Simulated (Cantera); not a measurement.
Charge: 1 mol FeS, 3.6 mol SO2, 7 mol H2O, equilibrated at 0.130 bar.

Cantera equilibrium calculation (NASA polynomials, part measured and part estimated; ideal gas, pure solids and liquids). Candidate condensed phases: Fe, FeO, Fe(OH)2, Fe(OH)3, FeS, FeSO4, FeS2, Fe2O3, Fe2(SO4)3, Fe3O4, H2O, H2SO4, S; 22 gas species. Mutual solubility and eutectic melting of coexisting phases are not modelled. The tables' stoichiometric FeO is somewhat more stable than real wüstite, so its field is too wide. FeO, FeS: taken at fixed stoichiometry. Gases not in the tables: S3 to S7. The numbers say what is thermodynamically allowed, not how fast it happens.

Problem. Which condensed phases are stable at each of these points (T (K)): 1050, 1100, 1150, 1200, 1250, 1300, 1350, 1400, 1450, 1500, 1550, 1600, 1650?

Solution. 
```csv
T (K),condensed phases,Fe condensed (%)
1050,FeS(s) + Fe3O4(s),100.0
1100,FeS(s) + Fe3O4(s),100.0
1150,FeS(s) + Fe3O4(s),100.0
1200,FeS(s) + Fe3O4(s),100.0
1250,FeS(s) + Fe3O4(s),100.0
1300,FeS(s) + Fe3O4(s),100.0
1350,FeO(s),100.0
1400,FeO(s),100.0
1450,FeO(s),100.0
1500,FeO(s),100.0
1550,FeO(s),100.0
1600,FeO(s),100.0
1650,FeO(l),100.0
```

From 1050 K to 1300 K the condensed part is FeS(s) + Fe3O4(s). From 1350 K to 1600 K the condensed part is FeO(s). At 1650 K the condensed part is FeO(l).
